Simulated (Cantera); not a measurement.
An isothermal, constant-pressure homogeneous reactor starts with 1.76 % C₂H₆, 93.1 % N₂, 5.10 % H₂O, at 1700 K and 0.168 atm.

Detailed kinetics in Cantera: GRI-Mech 3.0 (53 species, 325 reactions).

x: mole fraction; the columns are a selection and need not sum to one.

| t (s) | x C₂H₆ | x C₂H₂ | x C₂H | x CH₂ | x CH₃ |
|---|---|---|---|---|---|
| 1.00e-5 | 0.0168 | 7.26e-9 | <1e-12 | 6.05e-7 | 0.00141 |
| 4.61e-5 | 0.0129 | 2.92e-5 | 2.63e-9 | 1.84e-5 | 0.00475 |
| 0.000213 | ___ | ___ | ___ | ___ | ___ |
| 0.000980 | 2.19e-5 | 0.0123 | 4.94e-7 | 3.03e-6 | 0.000532 |
| 0.00452 | 3.38e-6 | 0.0145 | 2.21e-7 | 5.42e-7 | 0.000191 |
| 0.0208 | 1.61e-6 | 0.0148 | 1.72e-7 | 3.10e-7 | 0.000129 |
| 0.0960 | 8.71e-7 | 0.0146 | 1.79e-7 | 2.58e-7 | 9.70e-5 |
| 0.443 | ___ | ___ | ___ | ___ | ___ |
| 2.04 | 1.39e-7 | 0.00712 | 6.23e-8 | 7.09e-8 | 3.95e-5 |
| 9.41 | 1.97e-8 | 0.00188 | 1.38e-8 | 2.11e-8 | 1.50e-5 |
| 43.4 | 1.04e-10 | 2.29e-5 | 1.57e-10 | 1.37e-9 | 1.09e-6 |
| 200 | <1e-12 | <1e-12 | <1e-12 | <1e-12 | 1.40e-12 |

Q: What belongs in the gaps?

A: 
- 0.000213, x C₂H₆: 0.00144
- 0.000213, x C₂H₂: 0.00405
- 0.000213, x C₂H: 5.77e-7
- 0.000213, x CH₂: 2.76e-5
- 0.000213, x CH₃: 0.00326
- 0.443, x C₂H₆: 3.95e-7
- 0.443, x C₂H₂: 0.0122
- 0.443, x C₂H: 1.37e-7
- 0.443, x CH₂: 1.62e-7
- 0.443, x CH₃: 6.64e-5
